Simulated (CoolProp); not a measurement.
Carbonyl sulfide along the isotherm 620 K: density (kg/m³) from the reference equation and from simpler models built on Tc = 378.8 K, pc = 63.69 bar, ω = 0.098; each cubic takes its own stable root.

The numbers come from the reference Helmholtz-energy equation of state, Lemmon 2006 in CoolProp. It is a short technical equation, of lower accuracy than the large ones.

```json
[
 {"p (bar)": "6.82", "phase": "gas", "reference": "8.001", "van der Waals": "8.018", "Peng-Robinson": "8.013"},
 {"p (bar)": "13.6", "phase": "gas", "reference": "16.06", "van der Waals": "16.13", "Peng-Robinson": "16.11"},
 {"p (bar)": "20.5", "phase": "gas", "reference": "24.37", "van der Waals": "24.53", "Peng-Robinson": "24.47"},
 {"p (bar)": "27.3", "phase": "gas", "reference": "[?]", "van der Waals": "32.96", "Peng-Robinson": "32.85"},
 {"p (bar)": "34.1", "phase": "gas", "reference": "41.07", "van der Waals": "41.55", "Peng-Robinson": "41.34"},
 {"p (bar)": "40.9", "phase": "gas", "reference": "49.58", "van der Waals": "[?]", "Peng-Robinson": "49.95"},
 {"p (bar)": "47.8", "phase": "gas", "reference": "58.31", "van der Waals": "59.31", "Peng-Robinson": "58.80"},
 {"p (bar)": "54.6", "phase": "gas", "reference": "[?]", "van der Waals": "68.37", "Peng-Robinson": "[?]"},
 {"p (bar)": "61.4", "phase": "gas", "reference": "75.82", "van der Waals": "77.60", "Peng-Robinson": "76.58"},
 {"p (bar)": "68.2", "phase": "supercritical", "reference": "84.73", "van der Waals": "86.98", "Peng-Robinson": "85.62"},
 {"p (bar)": "75.1", "phase": "supercritical", "reference": "[?]", "van der Waals": "96.67", "Peng-Robinson": "94.88"},
 {"p (bar)": "81.9", "phase": "supercritical", "reference": "102.9", "van der Waals": "106.4", "Peng-Robinson": "104.1"},
 {"p (bar)": "88.7", "phase": "supercritical", "reference": "112.1", "van der Waals": "116.2", "Peng-Robinson": "[?]"},
 {"p (bar)": "95.5", "phase": "supercritical", "reference": "121.4", "van der Waals": "[?]", "Peng-Robinson": "122.8"}
]
```

Q: Fill in the missing entries.

A: 
- 27.3, reference: 32.67
- 40.9, van der Waals: 50.28
- 54.6, reference: 67.02
- 54.6, Peng-Robinson: 67.64
- 75.1, reference: 93.85
- 88.7, Peng-Robinson: 113.4
- 95.5, van der Waals: 126.3
